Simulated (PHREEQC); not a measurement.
Metal-bearing waste water: speciation

Solution (90 °C): 4.7 mmol/kgw CuSO4, 0.25 mmol/kgw CuCl2, 160 mmol/kgw Cs2SO4 and 0.43 mmol/kgw NaCl. Closed to the air; pH follows from the charge balance.

Computed with PHREEQC (ion-association model, wateq4f.dat).

pH: 5.11
ionic strength: 0.488 mol/kgw
activity of water: 0.992

```json
[
 {"species": "Cs+", "molality": "0.320", "activity": "0.224", "log γ": "-0.155"},
 {"species": "SO4-2", "molality": "0.162", "activity": "0.0277", "log γ": "-0.767"},
 {"species": "CuSO4", "molality": "0.00288", "activity": "0.00323", "log γ": "0.049"},
 {"species": "Cu+2", "molality": "0.00186", "activity": "0.000395", "log γ": "-0.674"},
 {"species": "Cl-", "molality": "0.000917", "activity": "0.000558", "log γ": "-0.216"},
 {"species": "Na+", "molality": "0.000359", "activity": "0.000241", "log γ": "-0.173"}
]
```

Precipitation was switched off in this run. Examples of supersaturated solids here: Atacamite, Cu(OH)2. Others may be too. Complexes and solids missing from the database can't appear. Away from 25 °C the constants follow the database's enthalpies or fits; those with neither stay at their 25 °C values.
